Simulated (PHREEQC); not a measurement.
Dissolve 0.07 mol Li2CO3 and 0.0013 mol Fe(NO3)3 per kg of water at 20 °C. Closed to the air; pH follows from the charge balance.

Equilibrium calculation in PHREEQC: ion-association model, phreeqc.dat.

Task: The ionic strength comes out as 0.204 mol/kgw. What activity coefficients do OH-, Fe(OH)4-, HCO3-, Li+, CO3-2 get?

Result: OH- 0.71, Fe(OH)4- 0.75, HCO3- 0.75, Li+ 0.76, CO3-2 0.31.

No solid was allowed to form. The solution is supersaturated, for example in Fe(OH)3(a), Hematite (slow to form), so a real one may precipitate; this is no full list. Species that the database lacks are ignored.
